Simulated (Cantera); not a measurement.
Input: 1 mol HI, 6.7 mol H₂O, 6.2 mol N₂, equilibrated at 3200 °C and 0.133 bar.

Cantera equilibrium calculation (NASA polynomials, part measured and part estimated; ideal gas, pure solids and liquids). Candidate condensed phases: H₂O, I₂; 27 gas species. Rates play no part.

Base state: H 0.385, N₂ 0.250, O 0.165, H₂ 0.0641, OH 0.0471, I 0.0411, H₂O 0.0173, O₂ 0.0172 (mole fractions); condensed: gas only.

Question: What changes in the equilibrium state with this change: H₂O from 6.7 to 1.7 mol?

Answer: 
| species | before | after |
|---|---|---|
| N₂ | 0.250 | 0.493 |
| H | 0.385 | 0.265 |
| O | 0.165 | 0.0929 |
| H₂O | 0.0173 | 0.00460 |
| O₂ | 0.0172 | 0.00543 |
| OH | 0.0471 | 0.0182 |
| H₂ | 0.0641 | 0.0303 |
| I | 0.0411 | 0.0800 |
| NO | 0.0126 | 0.00996 |
| N | 0.000267 | 0.000375 |
| HI | 0.000249 | 0.000333 |
